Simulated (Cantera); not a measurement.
What does this Cantera script print?

```python
import numpy as np
import cantera as ct

gas_names = [...]  # 113 gases of nasa_gas.yaml made of C, Cu, H, O
cond_names = """
    C(gr) C6H6(L) C7H8(L) C8H18(L),n-octa Cu(cr) Cu(L) CuO(s) CuO2H2(s) Cu2O(s) Cu2O(L) H2O(s) H2O(L)
""".split()


# ... load() reads the species with a 1 bar reference pressure and builds the phases ...
atoms = {
    'Cu': {'Cu': 1},
    'H2O': {'H': 2, 'O': 1},
    'CO': {'C': 1, 'O': 1},
}
top_T = {'C(gr)': 4500, 'CuO(s)': 1390}  # K; cautious upper limits of use, not melting points


# ... equilibrate(T, P, feed) seeds the gas with the atoms and calls Mixture.equilibrate('TP', solver="vcs", rtol=1e-11, max_steps=5000) ...
results = []
feed = {'Cu': 1, 'H2O': 0.012, 'CO': 6.3}  # mol
T = 1425  # K
P = 101325  # Pa
mix = equilibrate(T, P, feed)
results.append((T, P, feed, dict(zip(mix.species_names, mix.species_moles))))
print(gas.report(threshold=1e-06))
for i in range(1, mix.n_phases):
    print(f"{mix.phase(i).name:16s} {mix.phase_moles(i):12.5e} mol")
```

It prints:

```
       temperature   1425 K
          pressure   1.0132e+05 Pa
           density   0.23938 kg/m^3
  mean mol. weight   27.991 kg/kmol
   phase of matter   gas

                          1 kg             1 kmol
                     ---------------   ---------------
          enthalpy       -2.6666e+06       -7.4642e+07  J
   internal energy       -3.0899e+06        -8.649e+07  J
           entropy            8812.4        2.4667e+05  J/K
    Gibbs function       -1.5224e+07       -4.2615e+08  J
 heat capacity c_p              1248             34934  J/K
 heat capacity c_v               951             26620  J/K

                      mass frac. Y      mole frac. X     chem. pot. / RT
                     ---------------   ---------------   ---------------
                CO           0.99688            0.9962           -35.925
               CO2         0.0029762          0.001893           -69.412
                Cu        4.8665e-06        2.1436e-06            -6.492
                H2        0.00013632         0.0018928           -24.711
               H2O        5.2651e-06        8.1808e-06           -58.198
     [ +108 minor]        2.3351e-08        3.1006e-07

C(gr)             0.00000e+00 mol
Cu(L)             9.99986e-01 mol
CuO2H2(s)         0.00000e+00 mol
Cu2O(s)           0.00000e+00 mol
```

Cantera equilibrium calculation (NASA polynomials, part measured and part estimated; ideal gas, pure solids and liquids).
